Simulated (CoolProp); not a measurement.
Model: reference Helmholtz-energy equation of state, Lemmon 2006, in CoolProp. It is a short technical equation, of lower accuracy than the large ones.

Problem. For CH3F (R41), give the phase and the density (kg/m³), isothermal compressibility (1/MPa), expansivity (1/kK), fugacity coefficient at 22.15 °C and 1020 kPa; 10.95 °C and 19600 kPa.

Solution. 
- 22.15 °C and 1020 kPa: gas; density 15.6, isothermal compressibility 1.09, expansivity 4.64, fugacity coefficient 0.915
- 10.95 °C and 19600 kPa: liquid; density 720, isothermal compressibility 0.00437, expansivity 3.37, fugacity coefficient 0.148
